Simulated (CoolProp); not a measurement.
Properties of oxygen along the isobar 161 kPa (Tc = 154.6 K, pc = 5046 kPa, ω = 0.022).

Model: reference Helmholtz-energy equation of state, Schmidt 1985, in CoolProp. Above 300 K oxygen's equation is extrapolated.

| T (K) | phase | Z | cp (kJ/(kg K)) | expansivity (1/kK) |
|---|---|---|---|---|
| 137.4 | gas | 0.9848 | 0.9306 | 7.609 |
| 165.7 | gas | 0.9913 | 0.9218 | 6.195 |
| 194.1 | gas | 0.9947 | 0.9178 | 5.240 |
| 222.4 | gas | 0.9966 | 0.9162 | 4.549 |
| 250.7 | gas | 0.9978 | 0.9165 | 4.022 |
| 279.1 | gas | 0.9986 | 0.9184 | 3.605 |
| 307.4 | gas | 0.9991 | 0.9219 | 3.268 |
| 335.7 | gas | 0.9995 | 0.9267 | 2.990 |
| 364.1 | gas | 0.9997 | 0.9329 | 2.754 |
| 392.4 | gas | 0.9999 | 0.9401 | 2.554 |
| 420.7 | gas | 1.000 | 0.9480 | 2.381 |
| 449.1 | gas | 1.000 | 0.9565 | 2.230 |
